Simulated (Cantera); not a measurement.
Input: 1 mol CH4, 0.15 mol CO2, 5.1 mol H2, equilibrated at 13.3 mbar.

Cantera equilibrium calculation (NASA polynomials, part measured and part estimated; ideal gas, pure solids and liquids). Candidate condensed phases: C, C6H6, C7H8, C8H18, H2O; 110 gas species. The numbers say what is thermodynamically allowed, not how fast it happens.

Problem. What share of the C ends up in condensed phases as a function of T (°C), at 1777, 1827, 1877, 1927, 1977, 2027, 2077, 2127, 2177?

Solution. 
```tsv
T (°C)	C condensed (%)	as
1777	72.6	C(graphite)
1827	72.1	C(graphite)
1877	71.6	C(graphite)
1927	70.8	C(graphite)
1977	69.9	C(graphite)
2027	68.8	C(graphite)
2077	67.4	C(graphite)
2127	65.8	C(graphite)
2177	63.9	C(graphite)
```
